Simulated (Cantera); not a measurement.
**Roasting and sulfation: FeS + O₂ + CO₂**

Charge: 1 mol FeS, a varied amount of O₂, 7.4 mol CO₂, at 1625 K and 10.0 mbar.

These are equilibrium values from Cantera (NASA tables, ideal gas, pure condensed phases), not measurements of a reactor. Candidate condensed phases: C, Fe, Fe(CO)₅, FeO, FeS, FeSO₄, FeS₂, Fe₂O₃, Fe₂(SO₄)₃, Fe₃O₄, S; 25 gas species. The tables' stoichiometric FeO is somewhat more stable than real wüstite, so its field is too wide. FeO: taken at fixed stoichiometry. Rates play no part.

```json
[
 {"n(O₂) (mol)": "0.22", "log p CO₂": "-2.23", "log p CO": "-2.54", "log p O₂": "-8.50", "log p SO₂": "-2.96", "log p SO": "-4.36", "log p S₂": "-4.55", "log p COS": "-5.97", "n FeO(s)": "1.000", "n Fe₃O₄(s)": "0"},
 {"n(O₂) (mol)": "0.28", "log p CO₂": "-2.22", "log p CO": "-2.56", "log p O₂": "-8.44", "log p SO₂": "-2.96", "log p SO": "-4.38", "log p S₂": "-4.65", "log p COS": "-6.03", "n FeO(s)": "1.000", "n Fe₃O₄(s)": "0"},
 {"n(O₂) (mol)": "0.34", "log p CO₂": "-2.21", "log p CO": "-2.58", "log p O₂": "-8.39", "log p SO₂": "-2.95", "log p SO": "-4.41", "log p S₂": "-4.75", "log p COS": "-6.10", "n FeO(s)": "1.000", "n Fe₃O₄(s)": "0"},
 {"n(O₂) (mol)": "0.43", "log p CO₂": "-2.20", "log p CO": "-2.61", "log p O₂": "-8.30", "log p SO₂": "-2.95", "log p SO": "-4.44", "log p S₂": "-4.92", "log p COS": "-6.22", "n FeO(s)": "1.000", "n Fe₃O₄(s)": "0"},
 {"n(O₂) (mol)": "0.53", "log p CO₂": "-2.18", "log p CO": "-2.65", "log p O₂": "-8.19", "log p SO₂": "-2.94", "log p SO": "-4.49", "log p S₂": "-5.13", "log p COS": "-6.36", "n FeO(s)": "1.000", "n Fe₃O₄(s)": "0"},
 {"n(O₂) (mol)": "0.66", "log p CO₂": "-2.16", "log p CO": "-2.71", "log p O₂": "-8.03", "log p SO₂": "-2.94", "log p SO": "-4.57", "log p S₂": "-5.43", "log p COS": "-6.58", "n FeO(s)": "1.000", "n Fe₃O₄(s)": "0"},
 {"n(O₂) (mol)": "0.82", "log p CO₂": "-2.14", "log p CO": "-2.80", "log p O₂": "-7.81", "log p SO₂": "-2.93", "log p SO": "-4.68", "log p S₂": "-5.87", "log p COS": "-6.89", "n FeO(s)": "1.000", "n Fe₃O₄(s)": "0"},
 {"n(O₂) (mol)": "1", "log p CO₂": "-2.12", "log p CO": "-2.93", "log p O₂": "-7.49", "log p SO₂": "-2.93", "log p SO": "-4.83", "log p S₂": "-6.49", "log p COS": "-7.33", "n FeO(s)": "1.000", "n Fe₃O₄(s)": "0"},
 {"n(O₂) (mol)": "1.3", "log p CO₂": "-2.08", "log p CO": "-3.33", "log p O₂": "-6.62", "log p SO₂": "-2.93", "log p SO": "-5.26", "log p S₂": "-8.22", "log p COS": "-8.59", "n FeO(s)": "1.000", "n Fe₃O₄(s)": "0"},
 {"n(O₂) (mol)": "1.6", "log p CO₂": "-2.06", "log p CO": "-3.79", "log p O₂": "-5.66", "log p SO₂": "-2.93", "log p SO": "-5.74", "log p S₂": "-10.15", "log p COS": "-10.02", "n FeO(s)": "0", "n Fe₃O₄(s)": "0.333"},
 {"n(O₂) (mol)": "2", "log p CO₂": "-2.07", "log p CO": "-4.93", "log p O₂": "-3.41", "log p SO₂": "-2.94", "log p SO": "-6.88", "log p S₂": "<-14", "log p COS": "-13.42", "n FeO(s)": "0", "n Fe₃O₄(s)": "0.333"},
 {"n(O₂) (mol)": "2.4", "log p CO₂": "-2.09", "log p CO": "-5.10", "log p O₂": "-3.09", "log p SO₂": "-2.96", "log p SO": "-7.06", "log p S₂": "<-14", "log p COS": "-13.93", "n FeO(s)": "0", "n Fe₃O₄(s)": "0.333"},
 {"n(O₂) (mol)": "3", "log p CO₂": "-2.12", "log p CO": "-5.25", "log p O₂": "-2.86", "log p SO₂": "-2.99", "log p SO": "-7.20", "log p S₂": "<-14", "log p COS": "<-14", "n FeO(s)": "0", "n Fe₃O₄(s)": "0.333"}
]
```
log p: log10 of the partial pressure in bar; n: condensed amount in mol.

From 0.22 mol O₂ to 1.3 mol O₂ the condensed part is FeO(s). From 1.6 mol O₂ to 3 mol O₂ the condensed part is Fe₃O₄(s). The main Fe-bearing gas is Fe at 0.22 mol O₂ and FeO at 3 mol O₂.
